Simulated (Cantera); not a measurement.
An isothermal, constant-pressure homogeneous reactor starts with NH3 : H2 = 1 : 0.35 (molar parts), at 1575 K and 66.8 Torr.

Detailed kinetics in Cantera: the gas-phase N/H chemistry of the illustrative SiF4/NH3 mechanism in the Surface Chemkin manual (1991). Walls and surfaces, which speed up NH3 decomposition in real reactors, are not modelled.

Problem. Predict: x(NH3) at 3.00 s; x(H2) at 3.00 s; x(NH) at 3.00 s; x(N2H4) at 3.00 s; x(N2) at 3.00 s; x(NH2) at 3.00 s; x(N2H2) at 3.00 s.

Solution. 
```
Property                                             Result
-----------------  ----------------------------------------
x(NH3) at 3.00 s      0.696 (gas-phase equilibrium 1.41e-6)
x(H2) at 3.00 s         0.291 (gas-phase equilibrium 0.787)
x(NH) at 3.00 s    3.80e-7 (gas-phase equilibrium 6.53e-12)
x(N2H4) at 3.00 s    2.85e-8 (gas-phase equilibrium <1e-12)
x(N2) at 3.00 s        0.0127 (gas-phase equilibrium 0.213)
x(NH2) at 3.00 s   9.08e-5 (gas-phase equilibrium 5.22e-10)
x(N2H2) at 3.00 s    6.90e-7 (gas-phase equilibrium <1e-12)
```
